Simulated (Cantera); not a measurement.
A closed system holds: 1 mol Cu, 2.7 mol HF, at 1323.15 K.

Equilibrium computed with Cantera from the NASA thermochemical tables; the gas is ideal and each condensed phase is pure. Candidate condensed phases: Cu, CuF2; 15 gas species. Equilibrium is a limit: real reactors are often held back by kinetics, nucleation or transport.

At 3.60e-5 bar, list the 5 most abundant gas species with their mole fractions, and the condensed phases.

HF 0.987, Cu 0.00748, CuF 0.00365, H2 0.00182, H 1.13e-5. Condensed: Cu(s).
